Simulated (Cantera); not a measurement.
**Adiabatic ignition**

An adiabatic, constant-pressure homogeneous reactor starts with 2.89 % CH4, 0.347 % C2H6, 4.05 % C3H8, 19.5 % O2, 73.2 % N2, equivalence ratio 1.4, at 1275 K and 1.70 bar.

Detailed kinetics in Cantera: GRI-Mech 3.0 (53 species, 325 reactions). GRI-Mech 3.0 was tuned for natural gas; its chemistry of propane as a main component is partial and can be far from experiment.

| t (s) | T (K) | x CH4 | x C2H6 | x C3H8 | x HO2 | x H2O | x CO2 |
|---|---|---|---|---|---|---|---|
| 7.00e-6 | 1275 | 0.0289 | 0.00347 | 0.0405 | 6.71e-6 | 9.20e-7 | 1.35e-10 |
| 2.28e-5 | 1275 | 0.0289 | 0.00347 | 0.0405 | 2.13e-5 | 1.07e-5 | 5.74e-9 |
| 7.40e-5 | 1274 | 0.0290 | 0.00349 | 0.0401 | 2.59e-5 | 0.000149 | 2.30e-7 |
| 0.000240 | 1275 | 0.0290 | 0.00371 | 0.0388 | 2.81e-5 | 0.000814 | 1.78e-6 |
| 0.000782 | 1285 | 0.0293 | 0.00436 | 0.0323 | 6.54e-5 | 0.00484 | 1.55e-5 |
| 0.00254 | 2695 | <1e-12 | <1e-12 | <1e-12 | 6.66e-7 | 0.148 | 0.0446 |
| 0.00826 | 2690 | <1e-12 | <1e-12 | <1e-12 | 6.34e-7 | 0.148 | 0.0443 |
| 0.0269 | 2690 | <1e-12 | <1e-12 | <1e-12 | 6.33e-7 | 0.148 | 0.0443 |
| 0.0873 | 2690 | <1e-12 | <1e-12 | <1e-12 | 6.33e-7 | 0.148 | 0.0443 |
| 0.284 | 2690 | <1e-12 | <1e-12 | <1e-12 | 6.33e-7 | 0.148 | 0.0443 |
| 0.923 | 2690 | <1e-12 | <1e-12 | <1e-12 | 6.33e-7 | 0.148 | 0.0443 |
| 3.00 | 2690 | <1e-12 | <1e-12 | <1e-12 | 6.33e-7 | 0.148 | 0.0443 |
x: mole fraction; the columns are a selection and need not sum to one.

- time of steepest temperature rise: 1.20 ms
- temperature at 3.00 s: 2690 K
- equilibrium temperature: 2690 K
- x(CH4) at 3.00 s: <1e-12 (gas-phase equilibrium <1e-12)
- x(C2H6) at 3.00 s: <1e-12 (gas-phase equilibrium <1e-12)
- x(C3H8) at 3.00 s: <1e-12 (gas-phase equilibrium <1e-12)
